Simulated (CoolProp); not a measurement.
Vapour-liquid equilibrium of carbon dioxide (1) + R22 (2) at -45.05 °C; x and y are mole fractions of (1).

Model: multi-fluid Helmholtz-energy mixture model, Span 1996 and Kamei 1995; pair parameters Bell 2016, in CoolProp.

### Question
Give the bubble pressure and the first vapour's composition at x = 0.45, 0.65, 0.85. Is there an azeotrope?

### Answer
x = 0.45: 0.3894 MPa, y = 0.877; x = 0.65: 0.5470 MPa, y = 0.943; x = 0.85: 0.7070 MPa, y = 0.980. No azeotrope shows between x = 0.05 and 0.95.

Pair parameters are fitted to limited data, so mixtures are less certain than the pure fluids.
